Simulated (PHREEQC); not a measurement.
A solution holds 0.074 mol HF and 0.23 mol NaF per kg of water, at 20 °C. Closed to the air; pH follows from the charge balance.

All values are PHREEQC results (ion-association model, phreeqc.dat), not measurements.

Precipitation was switched off in this run.

Problem. Order these F species by the share of F that they hold, largest first: F-, NaF, HF2-, HF.

Solution. F- (62 %), HF2- (20 %), HF (14 %), NaF (3.9 %)

The pH is 3.60 and the ionic strength 0.218 mol/kgw. Complexes and solids missing from the database can't appear.
